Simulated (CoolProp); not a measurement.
CH2F2 (R32) at 293.15 K and 0.249 MPa is throttled through a valve to 0.0382 MPa with no heat exchange. Each further row changes one setting.

Model: reference Helmholtz-energy equation of state, Tillner-Roth 1997, in CoolProp.

| case | temperature change (K) | final density (kg/m³) |
|---|---|---|
| as stated | -5.9 | 0.837 |
| outlet pressure 0.0115 MPa | -6.7 | 0.252 |
| outlet pressure 0.0497 MPa | -5.6 | 1.09 |
